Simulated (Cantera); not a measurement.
# Adiabatic ignition

An adiabatic, constant-volume homogeneous reactor starts with 18.1 % CH4, 17.2 % O2, 64.7 % N2, equivalence ratio 2.1, at 1448 K and 1.00 bar.

Detailed kinetics in Cantera: GRI-Mech 3.0 (53 species, 325 reactions).

| t (s) | T (K) | P (bar) | x CH4 | x O2 | x H2O | x NO | x CH2O |
|---|---|---|---|---|---|---|---|
| 1.00e-6 | 1448 | 1.00 | 0.181 | 0.172 | 4.16e-9 | <1e-12 | 1.95e-10 |
| 3.13e-6 | 1448 | 1.000 | 0.181 | 0.172 | 2.41e-8 | <1e-12 | 2.20e-9 |
| 9.83e-6 | 1448 | 1.000 | 0.181 | 0.172 | 1.18e-7 | <1e-12 | 2.38e-8 |
| 3.08e-5 | 1448 | 1.000 | 0.181 | 0.172 | 8.62e-7 | <1e-12 | 2.77e-7 |
| 9.65e-5 | 1448 | 1.000 | 0.181 | 0.172 | 8.88e-6 | <1e-12 | 4.00e-6 |
| 0.000303 | 1448 | 1.00 | 0.181 | 0.172 | 9.38e-5 | <1e-12 | 5.93e-5 |
| 0.000949 | 1453 | 1.00 | 0.179 | 0.171 | 0.000857 | <1e-12 | 0.000499 |
| 0.00297 | 2674 | 2.22 | 5.99e-11 | 3.42e-5 | 0.119 | 0.000507 | 2.14e-8 |
| 0.00932 | 2672 | 2.21 | 4.90e-11 | 3.62e-5 | 0.119 | 0.000333 | 2.11e-8 |
| 0.0292 | 2672 | 2.21 | 4.90e-11 | 3.62e-5 | 0.119 | 0.000333 | 2.11e-8 |
| 0.0916 | 2672 | 2.21 | 4.90e-11 | 3.62e-5 | 0.119 | 0.000333 | 2.11e-8 |
| 0.287 | 2672 | 2.21 | 4.90e-11 | 3.62e-5 | 0.119 | 0.000333 | 2.11e-8 |
| 0.900 | 2672 | 2.21 | 4.90e-11 | 3.62e-5 | 0.119 | 0.000333 | 2.11e-8 |
x: mole fraction; the columns are a selection and need not sum to one.

- time of steepest temperature rise = 2.69 ms
- temperature at 0.900 s = 2672 K
- equilibrium temperature = 2672 K
- x(CH4) at 0.900 s = 4.90e-11 (gas-phase equilibrium 5.50e-11)
- x(O2) at 0.900 s = 3.62e-5 (gas-phase equilibrium 3.62e-5)
- x(H2O) at 0.900 s = 0.119 (gas-phase equilibrium 0.119)
